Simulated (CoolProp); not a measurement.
A Linde-Hampson liquefier for nitrogen: isothermal reversible compression at 280 K from 1 atm to 5 MPa, throttling to 1 atm, return gas leaving the recuperator 5 K below the feed. Each further row changes one setting.

Model: reference Helmholtz-energy equation of state, Span 2000, in CoolProp.

```json
[
 {"case": "as stated", "liquid yield per pass": "[?]", "compression work (kJ/kg of gas)": "323"},
 {"case": "high pressure 10 MPa", "liquid yield per pass": "[?]", "compression work (kJ/kg of gas)": "[?]"},
 {"case": "warm-end temperature 310 K", "liquid yield per pass": "[?]", "compression work (kJ/kg of gas)": "358"},
 {"case": "warm-end gap 10 K", "liquid yield per pass": "[?]", "compression work (kJ/kg of gas)": "323"}
]
```

Problem. Fill in the missing entries.

Solution. 
- as stated, liquid yield per pass: 0.017
- high pressure 10 MPa, liquid yield per pass: 0.043
- high pressure 10 MPa, compression work (kJ/kg of gas): 380
- warm-end temperature 310 K, liquid yield per pass: 0.010
- warm-end gap 10 K, liquid yield per pass: 0.004
